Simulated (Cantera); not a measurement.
# Thermodynamics of nitride etching, feed BN + H₂

Feed: 1 mol BN, 190 mol H₂, equilibrated at 68.0 Pa.

Method: chemical equilibrium by Gibbs-energy minimisation in Cantera with the NASA 1993 tables (ideal gas, pure condensed phases). Candidate condensed phases: B, BN; 15 gas species. Mutual solubility and eutectic melting of coexisting phases are not modelled. The tables' values for BH₂ are old estimates; treat these amounts as uncertain. Kinetics and transport are ignored.

```
T (K)   x H₂       x H      x N₂     x BH₂       x B     x BH₃  n BN(s)   n B(s)
-----  -----  --------  --------  --------  --------  --------  -------  -------
1048    1.00   2.96e-7  2.71e-10  3.49e-10    <1e-12  1.98e-10     1.00        0
1098   1.000   9.48e-7   1.16e-9   1.74e-9    <1e-12  5.81e-10     1.00        0
1148   1.000   2.75e-6   4.48e-9   7.45e-9    <1e-12   1.52e-9    1.000        0
1198   1.000   7.29e-6   1.58e-8   2.79e-8    <1e-12   3.65e-9    1.000        0
1248   1.000   1.79e-5   5.07e-8   9.34e-8    <1e-12   8.07e-9    1.000        0
1298   1.000   4.11e-5   1.50e-7   2.83e-7    <1e-12   1.67e-8    1.000        0
1348   1.000   8.87e-5   4.11e-7   7.89e-7  8.45e-12   3.26e-8    1.000        0
1398   1.000  0.000181   1.05e-6   2.04e-6  6.98e-11   6.05e-8    1.000        0
1448   1.000  0.000353   2.51e-6   4.92e-6  4.97e-10   1.07e-7    0.999        0
1498   0.999  0.000659   7.60e-6   9.68e-6   2.68e-9   1.58e-7    0.997  0.00102
1548   0.999   0.00118   2.77e-5   1.60e-5   1.14e-8   2.00e-7    0.989  0.00746
1598   0.998   0.00204   9.32e-5   2.55e-5   4.40e-8   2.48e-7    0.965   0.0305
1648   0.996   0.00341  0.000291   3.96e-5   1.57e-7   3.02e-7    0.889    0.103
1698   0.994   0.00553  0.000849   5.98e-5   5.19e-7   3.64e-7    0.676    0.312
```
x: gas mole fraction; n: condensed amount in mol.

From 1048 K to 1448 K the condensed part is BN(s). From 1498 K to 1698 K the condensed part is B(s) + BN(s).
